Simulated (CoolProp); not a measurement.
Vapour-liquid equilibrium of CH2F2 (R32) (1) + R123 (2) at 0.0631 MPa; x and y are mole fractions of (1).

The numbers come from the multi-fluid Helmholtz-energy mixture model, Tillner-Roth 1997 and Younglove 1994; pair parameters Bell 2016 in CoolProp.

### Question
Give the bubble temperature and the first vapour's composition at x = 0.275, 0.725, 0.875. Is there an azeotrope?

### Answer
x = 0.275: -44.3 °C, y = 0.966; x = 0.725: -56.3 °C, y = 0.992; x = 0.875: -58.5 °C, y = 0.996. No azeotrope shows between x = 0.05 and 0.95.

Pair parameters are fitted to limited data, so mixtures are less certain than the pure fluids.
